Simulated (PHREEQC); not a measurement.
Dissolve 0.056 mol/kgw HF, 0.00018 mol/kgw NH4HF2 and 0.00067 mol/kgw KOH at 20 °C. Closed to the air; pH follows from the charge balance.

The numbers come from PHREEQC with the ion-association model, wateq4f.dat.

This is a speciation only: nothing precipitates in the calculation.

**Question.** Order these F species by the share of F that they hold, largest first: HF, H2F2, F-, HF2-.

**Answer.** HF (70 %), H2F2 (17 %), F- (10 %), HF2- (3.0 %)

The pH is 2.27 and the ionic strength 0.00665 mol/kgw. wateq4f.dat counts part of the HF as a dimer, H2F2, which phreeqc.dat doesn't know; its constant is uncertain.
